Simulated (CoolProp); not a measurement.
Aqueous calcium chloride as a coolant, 3 % by mass, freezing at -1.4 °C, 1 atm.

Values from CoolProp's Melinder's fits for secondary coolants.

```tsv
T (°C)	density (kg/m³)	viscosity (mPa s)	cp (kJ/(kg K))	Prandtl number
4	1024	1.67	4.000	11.8
8.3	1024	1.47	3.998	(withheld)
12.6	1023	(withheld)	3.998	(withheld)
17	1023	1.17	4.000	7.91
21.3	(withheld)	1.05	4.002	7.06
25.7	1021	0.955	4.005	6.33
30	(withheld)	0.873	4.009	5.72
```

Complete the blanks.


- 8.3, Prandtl number: 10.2
- 12.6, viscosity (mPa s): 1.30
- 12.6, Prandtl number: 8.96
- 21.3, density (kg/m³): 1022
- 30, density (kg/m³): 1020
